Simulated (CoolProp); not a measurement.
Vapour-liquid equilibrium of n-heptane (1) + m-xylene (2) at 12.6 kPa; x and y are mole fractions of (1).

Values from CoolProp's multi-fluid Helmholtz-energy mixture model, Span 2003 and Zhou 2012; pair parameters Bell 2016.

Question: Give the bubble temperature and the first vapour's composition at x = 0.05, 0.35, 0.8. Is there an azeotrope?

Answer: x = 0.05: 343.7 K, y = 0.217; x = 0.35: 327.9 K, y = 0.717; x = 0.8: 317.1 K, y = 0.939. No azeotrope shows between x = 0.05 and 0.95.

The pair parameters rest on a limited set of measurements; away from them the model extrapolates.
